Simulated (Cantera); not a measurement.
An isothermal, constant-pressure homogeneous reactor starts with 2.38 % H₂, 97.6 % O₂, equivalence ratio 0.012, at 1250 K and 10.00 Torr.

Cantera simulation using GRI-Mech 3.0 (53 species, 325 reactions); the numbers are that mechanism's predictions, not measurements. Radical loss at walls, strong at low pressure, is not modelled.

x: mole fraction; the columns are a selection and need not sum to one.

```tsv
t (s)	x H₂	x O₂	x O	x OH	x H	x H₂O₂
5.00e-6	0.0238	0.976	1.84e-11	1.83e-11	2.46e-10	<1e-12
1.66e-5	0.0238	0.976	1.81e-10	1.78e-10	7.06e-10	<1e-12
5.52e-5	0.0238	0.976	1.49e-9	1.40e-9	1.65e-9	<1e-12
0.000183	0.0238	0.976	1.05e-8	8.75e-9	4.14e-9	2.60e-12
0.000610	0.0238	0.976	?	?	?	2.82e-11
0.00203	0.0236	0.976	0.000101	7.27e-5	2.37e-5	4.88e-10
0.00673	0.000232	0.956	0.0185	0.00210	0.00196	4.11e-8
0.0224	0.000186	0.959	0.0158	0.00191	0.00151	3.91e-8
0.0743	0.000119	0.965	0.00986	0.00153	0.000753	3.73e-8
0.247	4.03e-5	0.972	0.00327	0.000893	0.000145	2.94e-8
0.820	6.83e-6	0.975	0.000549	0.000369	1.00e-5	1.50e-8
2.73	8.95e-7	0.976	7.20e-5	0.000134	4.78e-7	4.74e-9
9.06	?	0.976	?	?	?	?
30.1	2.68e-8	0.976	2.17e-6	2.33e-5	2.50e-9	3.01e-10
100	8.88e-9	0.976	7.21e-7	1.35e-5	4.80e-10	1.18e-10
```

Problem. What belongs in the gaps?

Solution. 
- 0.000610, x O: 1.44e-7
- 0.000610, x OH: 1.05e-7
- 0.000610, x H: 3.53e-8
- 9.06, x H₂: 1.35e-7
- 9.06, x O: 1.09e-5
- 9.06, x OH: 5.23e-5
- 9.06, x H: 2.81e-8
- 9.06, x H₂O₂: 1.18e-9
